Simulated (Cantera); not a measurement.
## Adiabatic ignition

An adiabatic, constant-pressure homogeneous reactor starts with CH₄ : CO : O₂ : N₂ = 1 : 0.094 : 1.46 : 5.5 (molar parts), equivalence ratio 1.4, at 1423 K and 8.20 bar.

Cantera simulation using GRI-Mech 3.0 (53 species, 325 reactions); the numbers are that mechanism's predictions, not measurements.

```tsv
t (s)	T (K)	x CH₄	x CO	x O₂	x OH	x CO₂	x NO
1.00e-5	1423	0.124	0.0117	0.181	1.57e-8	5.23e-7	<1e-12
4.06e-5	1423	0.124	0.0117	0.181	6.93e-8	4.09e-6	<1e-12
0.000165	1426	0.123	0.0117	0.181	1.89e-7	3.19e-5	<1e-12
0.000669	2816	4.70e-12	0.0857	0.000722	0.00652	0.0405	0.000488
0.00272	2808	5.09e-12	0.0861	0.000658	0.00624	0.0401	0.00187
0.0110	2808	5.09e-12	0.0861	0.000658	0.00624	0.0401	0.00187
0.0448	2808	5.09e-12	0.0861	0.000658	0.00624	0.0401	0.00187
0.182	2808	5.09e-12	0.0861	0.000658	0.00624	0.0401	0.00187
0.739	2808	5.09e-12	0.0861	0.000658	0.00624	0.0401	0.00187
3.00	2808	5.09e-12	0.0861	0.000658	0.00624	0.0401	0.00187
```
x: mole fraction; the columns are a selection and need not sum to one.

The time of steepest temperature rise is 0.603 ms, the temperature at 3.00 s comes out as 2808 K and the equilibrium temperature is 2808 K. The x(CH₄) at 3.00 s is 5.09e-12 (gas-phase equilibrium 5.88e-12), the x(CO) at 3.00 s is 0.0861 (gas-phase equilibrium 0.0861) and the x(O₂) at 3.00 s is 0.000658 (gas-phase equilibrium 0.000658).
